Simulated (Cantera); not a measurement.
# Stirred combustor or abatement burner

A perfectly stirred reactor is fed with H2 : O2 : N2 : H2O = 1 : 0.962 : 3.62 : 0.25 (molar parts), at 10.0 bar; it is adiabatic with a 750 K inlet, and is followed from long to short residence time, starting on the burning branch (τ in s: 0.091, 0.047, 0.025, 0.013, 0.0066, 0.0035, 0.0018, 0.00093, 0.00049, 0.00025, 0.00013, 6.8e-05, 3.5e-05).

Detailed kinetics in Cantera: the H2/O2 subset of GRI-Mech 3.0, which has no nitrogen chemistry. The hydrogen kinetics of GRI-Mech 3.0 are dated; newer H2 mechanisms differ, most at raised pressure.

| τ (s) | T (K) | x H2 | x O2 | x H2O | x HO2 | x O |
|---|---|---|---|---|---|---|
| 0.091 | 1992 | 7.57e-5 | 0.0863 | 0.234 | 3.91e-6 | 6.07e-5 |
| 0.047 | 1992 | 8.21e-5 | 0.0863 | 0.234 | 4.00e-6 | 6.25e-5 |
| 0.025 | 1991 | 9.33e-5 | 0.0863 | 0.234 | 4.14e-6 | 6.57e-5 |
| 0.013 | 1991 | 0.000114 | 0.0863 | 0.233 | 4.43e-6 | 7.18e-5 |
| 0.0066 | 1990 | 0.000153 | 0.0862 | 0.233 | 4.98e-6 | 8.33e-5 |
| 0.0035 | 1989 | 0.000214 | 0.0862 | 0.233 | 5.91e-6 | 0.000102 |
| 0.0018 | 1987 | 0.000318 | 0.0862 | 0.233 | 7.61e-6 | 0.000136 |
| 0.00093 | 1984 | 0.000482 | 0.0861 | 0.233 | 1.05e-5 | 0.000190 |
| 0.00049 | 1980 | 0.000729 | 0.0861 | 0.232 | 1.49e-5 | 0.000274 |
| 0.00025 | 1974 | 0.00113 | 0.0860 | 0.231 | 2.24e-5 | 0.000411 |
| 0.00013 | 1965 | 0.00173 | 0.0860 | 0.230 | 3.36e-5 | 0.000614 |
| 6.8e-5 | 1953 | 0.00263 | 0.0861 | 0.228 | 5.06e-5 | 0.000917 |
| 3.5e-5 | 1934 | 0.00404 | 0.0863 | 0.226 | 7.66e-5 | 0.00137 |
x: mole fraction; the columns are a selection and need not sum to one.
